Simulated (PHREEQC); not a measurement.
NaOH is added in steps, without added water, to 1 kg of water holding 48 mmol/kgw CuSO4, 1.5 mmol/kgw H2SO4 and 1.5 mmol/kgw KCl, at 25 °C. O2 is buffered at 0.21 atm. CO2 from the air is kept out. Solids allowed: Cu(OH)2, Brochantite, Antlerite, Atacamite, Halite, Mirabilite, Chalcanthite. Others were left out.

Base run: PHREEQC, ion-association model, wateq4f.dat. Each further column changes one thing. The table gives pH.

| NaOH added (mol) | base | all activity coefficients set to 1 | metal-ligand complexes left out | Davies equation for every ion | Debye-Hückel limiting law |
|---|---|---|---|---|---|
| 0 | 2.91 | 2.88 | 3.02 | 2.93 | 2.93 |
| 0.01 | 4.10 | 4.01 | 3.92 | 4.11 | 4.32 |
| 0.02 | 4.16 | 4.09 | … | 4.17 | 4.36 |
| 0.03 | 4.24 | 4.18 | 4.05 | 4.25 | 4.42 |
| 0.04 | 4.34 | 4.30 | … | 4.35 | 4.50 |
| 0.05 | 4.49 | 4.47 | 4.29 | 4.50 | 4.63 |
| 0.06 | 4.78 | 4.77 | 4.57 | 4.79 | 4.90 |
| 0.07 | 5.46 | 5.64 | … | 5.46 | 5.36 |
| 0.08 | 8.66 | 8.85 | 8.68 | 8.66 | 8.55 |
| 0.09 | 8.68 | … | 8.70 | 8.68 | 8.55 |
| 0.1 | 10.87 | 11.00 | 10.86 | 10.88 | 10.81 |

**Question.** What belongs in the gaps?

**Answer.** 
- 0.02, metal-ligand complexes left out: 3.98
- 0.04, metal-ligand complexes left out: 4.15
- 0.07, metal-ligand complexes left out: 5.49
- 0.09, all activity coefficients set to 1: 8.86

The database's constant for dissolved Cu(OH)2 is higher than later reviews accept.
